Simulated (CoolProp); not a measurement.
Model: reference Helmholtz-energy equation of state, Leachman 2009, in CoolProp.

Problem. For normal hydrogen, give the phase and the cv (kJ/(kg K)), viscosity (µPa s) at 81.9 K and 101 kPa; 119.5 K and 101 kPa; 132 K and 101 kPa.

Solution. 
- 81.9 K and 101 kPa: gas; cv 6.61, viscosity 3.55
- 119.5 K and 101 kPa: gas; cv 7.65, viscosity 4.69
- 132 K and 101 kPa: gas; cv 8.00, viscosity 5.04

Viscosity comes from a separate model (Muzny 2013).
